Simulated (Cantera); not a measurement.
A Cantera script and what it prints.

```python
import numpy as np
import cantera as ct

gas_names = """
    F F2 H HF H2 H2F2 H3F3 H4F4 H5F5 H6F6 H7F7 Pb PbF PbF2 PbF4 Pb2
""".split()
cond_names = """
    Pb(cr) Pb(L) PbF2(a) PbF2(b) PbF2(L)
""".split()


# ... load() reads the species with a 1 bar reference pressure and builds the phases ...
atoms = {
    'PbF2': {'Pb': 1, 'F': 2},
    'HF': {'H': 1, 'F': 1},
    'H2': {'H': 2},
}
top_T = {}  # K; cautious upper limits of use, not melting points


# ... equilibrate(T, P, feed) seeds the gas with the atoms and calls Mixture.equilibrate('TP', solver="vcs", rtol=1e-11, max_steps=5000) ...
results = []
feed = {'PbF2': 1, 'HF': 0.12, 'H2': 0.11}  # mol
T = 1523  # K
for P in [0.1, 1, 10, 100, 1000, 10000, 100000]:
    mix = equilibrate(T, P, feed)
    results.append((T, P, feed, dict(zip(mix.species_names, mix.species_moles))))

top = {s: max(r[3][s] / sum(r[3][g] for g in gas_names) for r in results) for s in gas_names}
cols = sorted((s for s in top if top[s] > 0.001), key=lambda s: -top[s])[:6]
seen = [c for c in cond_names if any(r[3].get(c, 0) > 1e-12 for r in results)]
print("log10 of partial pressures in bar; condensed amounts in mol")
print(f"{'P/Pa':>10s}" + "".join(f"{s[:9]:>10s}" for s in cols + seen))
for T, P, feed, n in results:
    ng = sum(n[g] for g in gas_names)
    print(f"{P:10.4g}" + "".join(f"{np.log10(max(n[s] / ng * P / 1e5, 1e-99)):10.3f}" for s in cols)
          + "".join(f"{n.get(c, 0):10.4g}" for c in seen))
```

Output:

```
log10 of partial pressures in bar; condensed amounts in mol
      P/Pa        HF      PbF2        Pb      PbF4       PbF         F     Pb(L)   PbF2(L)
       0.1    -6.602    -6.358    -6.838    -7.051    -7.198    -7.852         0         0
         1    -5.596    -5.351    -5.843    -6.033    -6.197    -7.846         0         0
        10    -4.596    -4.351    -4.843    -5.031    -5.196    -7.846         0         0
       100    -3.596    -3.351    -3.843    -4.031    -4.196    -7.845         0         0
      1000    -2.596    -2.351    -2.843    -3.031    -3.196    -7.845         0         0
     1e+04    -1.596    -1.351    -1.843    -2.031    -2.197    -7.845         0         0
     1e+05    -0.167    -0.722    -1.515    -1.102    -1.718    -7.695     0.129    0.7123
```

Method: chemical equilibrium by Gibbs-energy minimisation in Cantera with the NASA 1993 tables (ideal gas, pure condensed phases). Each liquid is taken as pure. Mutual solubility and eutectic melting of coexisting phases are not modelled.
